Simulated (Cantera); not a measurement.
Cantera run:

```python
import numpy as np
import cantera as ct

gas_names = """
    C CH CH2 CH3 CH4 CN C2 C2H C2H2,acetylene C2H2,vinylidene C2H3,vinyl CH3CN C2H4 C2H5 C2H6 CCN CNC
    C2N2 C3 C3H3,propargyl C3H4,allene C3H4,propyne C3H4,cyclo- C3H5,allyl C3H6,propylene C3H6,cyclo-
    C3H7,n-propyl C3H7,i-propyl C3H8 C4 C4H2 C4H4,1,3-cyclo- C4H6,butadiene C4H6,2-butyne C4H6,cyclo-
    C4H8,1-butene C4H8,cis2-buten C4H8,tr2-butene C4H8,isobutene C4H8,cyclo- C4H9,n-butyl C4H9,i-butyl
    C4H9,s-butyl C4H9,t-butyl C4H10,isobutane C4H10,n-butane C4N2 C5 C5H6,1,3cyclo- C5H8,cyclo-
    C5H10,1-pentene C5H10,cyclo- C5H11,pentyl C5H11,t-pentyl C5H12,n-pentane C5H12,i-pentane
    CH3C(CH3)2CH3 C6H2 C6H5,phenyl C6H6 C6H10,cyclo- C6H12,1-hexene C6H12,cyclo- C6H13,n-hexyl
    C7H7,benzyl C7H8 C7H14,1-heptene C7H15,n-heptyl C7H16,n-heptane C8H8,styrene C8H10,ethylbenz
    C8H16,1-octene C8H17,n-octyl C8H18,isooctane C8H18,n-octane C9H19,n-nonyl C10H8,naphthale
    C10H21,n-decyl C12H9,o-bipheny C12H10,bipheny H HCN HCCN HNC H2 N NH NH2 NH3 N2 N2H2 N2H4
""".split()
cond_names = """
    C(gr) C6H6(L) C7H8(L) C8H18(L),n-octa
""".split()


def load(file, names, dense=False):
    # The tables refer to 1 bar. Condensed volumes are neglected.
    table = {s.name: s for s in ct.Species.list_from_file(file)}
    out = []
    for n in names:
        d = dict(table[n].input_data)
        d["thermo"] = dict(d["thermo"], **{"reference-pressure": 1e5})
        if dense:
            d["equation-of-state"] = {"model": "constant-volume", "density": "1e6 g/cm^3"}
        out.append(ct.Species.from_dict(d))
    return out


gas = ct.Solution(thermo="ideal-gas", species=load("nasa_gas.yaml", gas_names))
cond = {s.name: ct.Solution(thermo="fixed-stoichiometry", species=[s], name=s.name)
        for s in load("nasa_condensed.yaml", cond_names, dense=True)}
atoms = {
    'C3H6': {'C': 3, 'H': 6},
    'H2': {'H': 2},
    'NH3': {'N': 1, 'H': 3},
}
top_T = {'C(gr)': 4500}  # K; cautious upper limits of use, not melting points


def equilibrate(T, P, feed):
    n = {}
    for name, mol in feed.items():
        for a, k in atoms[name].items():
            n[a] = n.get(a, 0.0) + k * mol
    gas.TPX = T, P, n
    mass = sum(n.values()) * gas.mean_molecular_weight
    gas.equilibrate("TP")
    valid = [c for c in cond.values() if c.min_temp <= T <= top_T.get(c.name, c.max_temp)]
    mix = ct.Mixture([(gas, mass / gas.mean_molecular_weight)] + [(c, 0.0) for c in valid])
    mix.T, mix.P = T, P
    mix.equilibrate("TP", solver="vcs", rtol=1e-11, max_steps=5000)
    return mix


results = []
feed = {'C3H6': 1, 'H2': 69, 'NH3': 0.011}  # mol
P = 101325  # Pa
for T in [848, 998, 1148, 1298, 1448, 1598, 1748, 1898, 2048, 2198, 2348, 2498, 2648]:
    mix = equilibrate(T, P, feed)
    results.append((T, P, feed, dict(zip(mix.species_names, mix.species_moles))))
    x = sorted(zip(gas.X, gas.species_names), reverse=True)
    print(f"T = {T:g} K  P = {P:g} Pa  gas = {mix.phase_moles(0):.4g} mol")
    print("   x: " + "  ".join(f"{s} {v:.3e}" for v, s in x if v > 1e-06))
    print("   condensed (mol): " + ("  ".join(f"{mix.phase(i).name} {mix.phase_moles(i):.4g}"
          for i in range(1, mix.n_phases) if mix.phase_moles(i) > 1e-12) or "none"))
```

Result:

```
T = 848 K  P = 101325 Pa  gas = 69.02 mol
   x: H2 9.564e-01  CH4 4.346e-02  N2 7.208e-05  NH3 1.521e-05
   condensed (mol): none
T = 998 K  P = 101325 Pa  gas = 69.02 mol
   x: H2 9.565e-01  CH4 4.346e-02  N2 7.722e-05  NH3 4.913e-06
   condensed (mol): none
T = 1148 K  P = 101325 Pa  gas = 70.4 mol
   x: H2 9.769e-01  CH4 2.301e-02  N2 7.689e-05  NH3 2.113e-06  C2H4 1.024e-06
   condensed (mol): C(gr) 1.38
T = 1298 K  P = 101325 Pa  gas = 71.45 mol
   x: H2 9.920e-01  CH4 7.943e-03  N2 7.554e-05  HCN 1.759e-06  C2H4 1.642e-06  NH3 1.088e-06  H 1.060e-06
   condensed (mol): C(gr) 2.432
T = 1448 K  P = 101325 Pa  gas = 71.78 mol
   x: H2 9.965e-01  CH4 3.357e-03  N2 7.317e-05  H 9.141e-06  HCN 6.173e-06  C2H2,acetylene 4.736e-06  C2H4 2.336e-06
   condensed (mol): C(gr) 2.757
T = 1598 K  P = 101325 Pa  gas = 71.9 mol
   x: H2 9.982e-01  CH4 1.662e-03  N2 6.779e-05  H 5.283e-05  C2H2,acetylene 2.689e-05  HCN 1.663e-05  C2H4 3.085e-06  CH3 1.791e-06
   condensed (mol): C(gr) 2.875
T = 1748 K  P = 101325 Pa  gas = 71.96 mol
   x: H2 9.986e-01  CH4 9.293e-04  H 2.268e-04  C2H2,acetylene 1.128e-04  N2 5.774e-05  HCN 3.591e-05  CH3 4.284e-06  C2H4 3.869e-06  HNC 1.208e-06
   condensed (mol): C(gr) 2.913
T = 1898 K  P = 101325 Pa  gas = 72.01 mol
   x: H2 9.982e-01  H 7.758e-04  CH4 5.707e-04  C2H2,acetylene 3.755e-04  HCN 6.335e-05  N2 4.313e-05  CH3 8.893e-06  C2H4 4.669e-06  HNC 2.962e-06
   condensed (mol): C(gr) 2.899
T = 2048 K  P = 101325 Pa  gas = 72.07 mol
   x: H2 9.962e-01  H 2.220e-03  C2H2,acetylene 1.044e-03  CH4 3.769e-04  HCN 9.234e-05  N2 2.722e-05  CH3 1.651e-05  HNC 5.713e-06  C2H4 5.464e-06
   condensed (mol): C(gr) 2.813
T = 2198 K  P = 101325 Pa  gas = 72.2 mol
   x: H2 9.915e-01  H 5.509e-03  C2H2,acetylene 2.513e-03  CH4 2.630e-04  HCN 1.140e-04  CH3 2.800e-05  N2 1.463e-05  HNC 8.981e-06  C2H4 6.222e-06  C4H2 2.594e-06
   condensed (mol): C(gr) 2.605
T = 2348 K  P = 101325 Pa  gas = 72.45 mol
   x: H2 9.821e-01  H 1.216e-02  C2H2,acetylene 5.367e-03  CH4 1.909e-04  HCN 1.252e-04  CH3 4.396e-05  HNC 1.217e-05  C4H2 1.204e-05  N2 7.160e-06  C2H4 6.892e-06  C2H 3.380e-06  C2H2,vinylidene 2.416e-06  CH2 1.072e-06
   condensed (mol): C(gr) 2.19
T = 2498 K  P = 101325 Pa  gas = 72.9 mol
   x: H2 9.649e-01  H 2.432e-02  C2H2,acetylene 1.035e-02  CH4 1.420e-04  HCN 1.287e-04  CH3 6.439e-05  C4H2 4.585e-05  C2H 1.865e-05  HNC 1.504e-05  C2H2,vinylidene 8.013e-06  C2H4 7.406e-06  N2 3.459e-06  CH2 3.359e-06  C3H3,propargyl 1.926e-06  C2H3,vinyl 1.868e-06
   condensed (mol): C(gr) 1.446
T = 2648 K  P = 101325 Pa  gas = 73.66 mol
   x: H2 9.364e-01  H 4.471e-02  C2H2,acetylene 1.824e-02  C4H2 1.474e-04  HCN 1.278e-04  CH4 1.065e-04  CH3 8.830e-05  C2H 8.402e-05  C2H2,vinylidene 2.278e-05  HNC 1.758e-05  CH2 9.098e-06  C2H4 7.672e-06  C3H3,propargyl 4.533e-06  C3 4.296e-06  C2H3,vinyl 3.855e-06  N2 1.732e-06  C6H2 1.256e-06  C 1.120e-06
   condensed (mol): C(gr) 0.2232
```

Equilibrium computed with Cantera from the NASA thermochemical tables; the gas is ideal and each condensed phase is pure.
